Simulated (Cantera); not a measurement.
A freely propagating, adiabatic, planar premixed flame of H2 : O2 : N2 = 1 : 0.185 : 0.611 (molar parts), unburnt at 500 K and 0.375 atm; mixture-averaged transport, grid criteria slope 0.08 and curve 0.16, no radiation.

Detailed kinetics in Cantera: the H2/O2 subset of GRI-Mech 3.0, which has no nitrogen chemistry. Burning velocities carry a grid error of a few per cent, more on coarse grids.

```json
[
 {"quantity": "laminar burning velocity", "before": "586 cm/s", "after": "648 cm/s"},
 {"quantity": "thermal thickness", "before": "1.55 mm", "after": "1.46 mm"},
 {"quantity": "peak x(H2O2)", "before": "6.65e-6", "after": "8.34e-6"},
 {"quantity": "peak x(HO2)", "before": "0.000145", "after": "0.000163"},
 {"quantity": "peak x(H)", "before": "0.0967", "after": "0.115"}
]
```

### Question
Which change was made?
A. inlet temperature 500 to 675 K
B. H2 1 to 0.76 parts
C. H2 1 to 1.3 parts
D. O2 0.185 to 0.14 parts

### Answer
B, H2 1 to 0.76 parts
